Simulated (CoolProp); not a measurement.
Vapour-liquid equilibrium of R125 (1) + n-butane (2) at 265.3 K; x and y are mole fractions of (1).

Computed with CoolProp (multi-fluid Helmholtz-energy mixture model, Lemmon 2005 and Bücker 2006; pair parameters Bell 2016).

```tsv
x	bubble pressure, mixture model (bar)	bubble pressure, Raoult's law (bar)	y, mixture model	y, Raoult's law
0.05	1.709	0.9809	0.561	0.265
0.15	3.017	1.424	0.761	0.547
0.25	3.759	1.867	0.815	0.695
0.35	4.161	2.310	0.839	0.786
0.45	4.385	2.753	0.852	0.848
0.55	4.534	3.197	0.862	0.893
0.65	4.666	3.640	0.873	0.927
0.75	4.812	4.083	0.889	0.954
0.85	4.978	4.526	0.915	0.975
0.95	5.136	4.969	0.963	0.992
```

The largest gap from Raoult's law is +111.9 % in bubble pressure, at x = 0.15. No azeotrope shows between x = 0.05 and 0.95.

The pair parameters rest on a limited set of measurements; away from them the model extrapolates. With so large a gap from Raoult's law the liquid may split in two, which this calculation doesn't test in full.
